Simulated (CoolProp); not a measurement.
A single-stage vapour-compression cycle with cyclopropane: evaporating at 312.15 K (dew point), condensing at 333.15 K (bubble point), superheat 5 K, subcooling 8 K, compressor efficiency 0.75, no pressure losses. Each further row changes one setting.

Computed with CoolProp (reference Helmholtz-energy equation of state, Polt 1992). This equation is an older, rougher fit; its heat capacities, sound speeds and derivatives of the liquid may be far off and weren't checked against measurements.

```
case                              cooling COP  pressure ratio  discharge temperature (K)  refrigerating effect (kJ/kg)  volumetric capacity (kJ/m³)
--------------------------------  -----------  --------------  -------------------------  ----------------------------  ---------------------------
as stated                                10.4            1.62                      347.4                           358                         7020
evaporating temperature 317.15 K         14.0            1.44                      345.0                           362                         8010
condensing temperature 328.15 K          13.9            1.45                      340.5                           370                         7260
subcooling 13 K                          10.7            1.62                      347.4                           370                         7260
superheat 15 K                           10.3            1.62                      357.1                           376                         6990
compressor efficiency 0.65               8.98            1.62                      350.0                           358                         7020
```
